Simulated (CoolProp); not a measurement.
Saturated liquid density (kg/m³) of oxygen: the reference equation beside estimates from Tc = 154.6 K, pc = 5046 kPa, ω = 0.022.

The numbers come from the reference Helmholtz-energy equation of state, Schmidt 1985 in CoolProp.

| T (K) | reference | Redlich-Kwong | Soave-Redlich-Kwong | Peng-Robinson |
|---|---|---|---|---|
| 110.6 | 1032 | 1022 | 1014 | 1148 |
| 113.5 | 1015 | ___ | 993.0 | 1125 |
| 116.3 | 997.6 | ___ | 971.7 | 1101 |
| 119.2 | ___ | 954.2 | 948.6 | 1075 |
| 122.1 | 959.8 | 929.1 | 924.3 | 1047 |
| 125 | 939.7 | ___ | 898.8 | 1018 |
| 127.8 | 919.3 | 875.9 | 872.7 | 988.7 |
| 130.7 | 897.0 | 846.5 | 844.1 | 955.8 |
| 133.6 | 873.1 | 815.3 | 813.5 | 920.6 |
| 136.5 | 847.4 | 781.8 | 780.7 | 882.6 |
| 139.4 | 819.4 | 745.6 | 745.1 | 841.1 |

**Question.** Some entries are withheld; supply them.

**Answer.** 
- 113.5, Redlich-Kwong: 1000
- 116.3, Redlich-Kwong: 978.1
- 119.2, reference: 979.1
- 125, Redlich-Kwong: 902.7

Absolute difference from the reference over all 11 rows, mean and median: Redlich-Kwong 4.3 and 3.9 %, Soave-Redlich-Kwong 4.8 and 4.4 %, Peng-Robinson 7.8 and 8.3 %.
